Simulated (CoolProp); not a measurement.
A single-stage vapour-compression cycle with R115: evaporating at 227.15 K (dew point), condensing at 265.15 K (bubble point), superheat 10 K, subcooling 8 K, compressor efficiency 0.8, no pressure losses. Each further row changes one setting.

Computed with CoolProp (reference Helmholtz-energy equation of state, Lemmon 2016).

```csv
case,cooling COP,pressure ratio,discharge temperature (K),refrigerating effect (kJ/kg),volumetric capacity (kJ/m³)
as stated,4.29,4.59,279.0,106,631
evaporating temperature 232.15 K,5.17,3.63,278.0,109,807
condensing temperature 260.15 K,5.08,___,274.1,111,661
subcooling 13 K,4.49,4.59,279.0,111,660
superheat 20 K,4.35,4.59,289.5,112,___
compressor efficiency 0.7,___,4.59,283.8,106,631
```

Question: What belongs in the gaps?

Answer: 
- condensing temperature 260.15 K, pressure ratio: 3.86
- superheat 20 K, volumetric capacity (kJ/m³): 640
- compressor efficiency 0.7, cooling COP: 3.75
